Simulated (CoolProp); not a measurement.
Vapour-liquid equilibrium of R22 (1) + R123 (2) at 0.31 MPa; x and y are mole fractions of (1).

The numbers come from the multi-fluid Helmholtz-energy mixture model, Kamei 1995 and Younglove 1994; pair parameters Bell 2016 in CoolProp.

```tsv
x	bubble temperature (K)	y at the bubble point	dew temperature at overall composition x (K)	liquid density (mol/L)
0.05	326.6	0.258	334.3	9.228
0.2	303.8	0.690	328.9	10.16
0.35	288.5	0.855	322.8	11.04
0.5	278.2	0.926	315.5	11.93
0.65	270.9	0.961	306.6	12.85
0.8	265.4	0.982	294.5	13.84
0.95	260.8	0.996	273.4	14.95
```

No azeotrope shows between x = 0.05 and 0.95.

Pair parameters are fitted to limited data, so mixtures are less certain than the pure fluids.
